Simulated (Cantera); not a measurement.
Charge: 1 mol Cr₂O₃, 220 mol H₂, held at 1150 K and 12000 Pa.

Equilibrium computed with Cantera from the NASA thermochemical tables; the gas is ideal and each condensed phase is pure. Candidate condensed phases: Cr, Cr₂O₃, H₂O; 13 gas species. Mutual solubility and eutectic melting of coexisting phases are not modelled. Equilibrium is a limit: real reactors are often held back by kinetics, nucleation or transport.

Base state: H₂ 1.000, H₂O 5.95e-5 (mole fractions); condensed: Cr(s) + Cr₂O₃(s).

Question: What changes in the equilibrium state with this change: temperature from 1150 K to 2198 K?

Answer: 
```json
[
 {"species": "H₂", "before": "1.000", "after": "0.962"},
 {"species": "H", "before": "2.15e-7", "after": "0.0158"},
 {"species": "H₂O", "before": "5.95e-5", "after": "0.0133"},
 {"species": "Cr", "before": "<1e-9", "after": "0.00884"},
 {"species": "CrO", "before": "<1e-9", "after": "0.000101"},
 {"species": "OH", "before": "<1e-9", "after": "3.03e-5"},
 {"species": "Cr(s), mol", "before": "0.00873", "after": "0"},
 {"species": "Cr₂O₃(s), mol", "before": "0.996", "after": "0"}
]
```
